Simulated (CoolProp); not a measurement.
Vapour-liquid equilibrium of isobutane (1) + acetone (2) at 30.55 °C; x and y are mole fractions of (1).

The numbers come from the multi-fluid Helmholtz-energy mixture model, Bücker 2006 and Lemmon 2006; pair parameters Bell 2016 in CoolProp.

```tsv
x	bubble pressure (MPa)	y at the bubble point	dew pressure at overall composition x (MPa)	liquid density (mol/L)
0.05	0.1143	0.666	0.04089	?
0.2	0.2586	0.861	0.04853	12.37
0.35	0.3193	?	0.05961	?
0.5	0.3425	0.905	0.07716	11.01
0.65	0.3566	0.914	?	10.42
0.8	?	?	0.1865	9.903
0.95	?	0.974	0.3890	9.474
```

### Question
What belongs in the gaps?

### Answer

- 0.05, liquid density (mol/L): 13.14
- 0.35, y at the bubble point: 0.893
- 0.35, liquid density (mol/L): 11.66
- 0.65, dew pressure at overall composition x (MPa): 0.1093
- 0.8, bubble pressure (MPa): 0.3750
- 0.8, y at the bubble point: 0.931
- 0.95, bubble pressure (MPa): 0.4015

No azeotrope shows between x = 0.05 and 0.95.

Pair parameters are fitted to limited data, so mixtures are less certain than the pure fluids. With so large a gap from Raoult's law the liquid may split in two, which this calculation doesn't test in full.
